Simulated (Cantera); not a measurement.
Feed: 1 mol SiH₂Cl₂, 0.011 mol C₃H₈, 3.3 mol H₂, 0.011 mol C₂H₂, held at 0.00520 bar.

Cantera equilibrium calculation (NASA polynomials, part measured and part estimated; ideal gas, pure solids and liquids). Candidate condensed phases: C, C₆H₆, C₇H₈, C₈H₁₈, Si, SiC; 109 gas species. Mutual solubility and eutectic melting of coexisting phases are not modelled. Gases not in the tables: Si₂H₆ and higher silanes. Kinetics and transport are ignored.

### Question
Which condensed phases are stable at each of these points (T (K)): 1250, 1350, 1450, 1550, 1650, 1750, 1850, 1950, 2050, 2150?

### Answer
```tsv
T (K)	condensed phases	Si condensed (%)
1250	Si(s) + SiC(s)	49.5
1350	Si(s) + SiC(s)	45.4
1450	Si(s) + SiC(s)	43.2
1550	Si(s) + SiC(s)	41.8
1650	Si(s) + SiC(s)	40.7
1750	Si(l) + SiC(s)	41.4
1850	Si(l) + SiC(s)	42.7
1950	Si(l) + SiC(s)	42.3
2050	Si(l) + SiC(s)	36.9
2150	Si(l) + SiC(s)	17.4
```

From 1250 K to 1650 K the condensed part is Si(s) + SiC(s). From 1750 K to 2150 K the condensed part is Si(l) + SiC(s).
